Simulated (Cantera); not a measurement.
An isothermal, constant-pressure homogeneous reactor starts with C2H6 : N2 = 1 : 4.1 (molar parts), at 1873 K and 0.000270 bar. Integrator tolerance rtol = 1e-08.

Detailed kinetics in Cantera: GRI-Mech 3.0 (53 species, 325 reactions). GRI-Mech 3.0 stops at C3 and has no aromatics, soot or wall deposition, so with more carbon than oxygen in the feed, carbon stays in small species such as C2H2 where larger ones or solid carbon would form. Radical loss at walls, strong at low pressure, is not modelled.

Question: What does this change do: 0.25 parts H2O added?

Answer: 
| quantity | before | after |
|---|---|---|
| x(C2H6) at 200 s | <1e-12 (gas-phase equilibrium <1e-12) | <1e-12 (gas-phase equilibrium <1e-12) |
| x(C2H) at 200 s | 0.000103 (gas-phase equilibrium 6.83e-5) | 6.54e-5 (gas-phase equilibrium 5.07e-5) |
| x(C2H4) at 200 s | 1.77e-7 (gas-phase equilibrium 7.89e-8) | 1.97e-7 (gas-phase equilibrium 6.86e-8) |
| x(CH3) at 200 s | 1.99e-7 (gas-phase equilibrium 5.43e-7) | 4.03e-7 (gas-phase equilibrium 5.34e-7) |
| x(CH4) at 200 s | 1.59e-7 (gas-phase equilibrium 3.56e-7) | 4.13e-7 (gas-phase equilibrium 3.68e-7) |
| x(C2H2) at 200 s | 0.139 (gas-phase equilibrium 0.0761) | 0.114 (gas-phase equilibrium 0.0595) |

Question: What does this change do: N2 4.1 to 23 parts?

Answer: 
```
quantity                                            before                                    after
----------------  ----------------------------------------  ---------------------------------------
x(C2H6) at 200 s     <1e-12 (gas-phase equilibrium <1e-12)    <1e-12 (gas-phase equilibrium <1e-12)
x(C2H) at 200 s   0.000103 (gas-phase equilibrium 6.83e-5)  1.97e-5 (gas-phase equilibrium 1.64e-5)
x(C2H4) at 200 s   1.77e-7 (gas-phase equilibrium 7.89e-8)  2.81e-8 (gas-phase equilibrium 2.59e-9)
x(CH3) at 200 s    1.99e-7 (gas-phase equilibrium 5.43e-7)  1.09e-7 (gas-phase equilibrium 5.07e-8)
x(CH4) at 200 s    1.59e-7 (gas-phase equilibrium 3.56e-7)  1.25e-7 (gas-phase equilibrium 1.71e-8)
x(C2H2) at 200 s      0.139 (gas-phase equilibrium 0.0761)   0.0383 (gas-phase equilibrium 0.00942)
```

Question: What does this change do: 0.46 parts H2O added?

Answer: 
```tsv
quantity	before	after
x(C2H6) at 200 s	<1e-12 (gas-phase equilibrium <1e-12)	<1e-12 (gas-phase equilibrium <1e-12)
x(C2H) at 200 s	0.000103 (gas-phase equilibrium 6.83e-5)	4.47e-5 (gas-phase equilibrium 3.90e-5)
x(C2H4) at 200 s	1.77e-7 (gas-phase equilibrium 7.89e-8)	2.10e-7 (gas-phase equilibrium 5.87e-8)
x(CH3) at 200 s	1.99e-7 (gas-phase equilibrium 5.43e-7)	1.07e-6 (gas-phase equilibrium 5.12e-7)
x(CH4) at 200 s	1.59e-7 (gas-phase equilibrium 3.56e-7)	1.34e-6 (gas-phase equilibrium 3.66e-7)
x(C2H2) at 200 s	0.139 (gas-phase equilibrium 0.0761)	0.0952 (gas-phase equilibrium 0.0475)
```
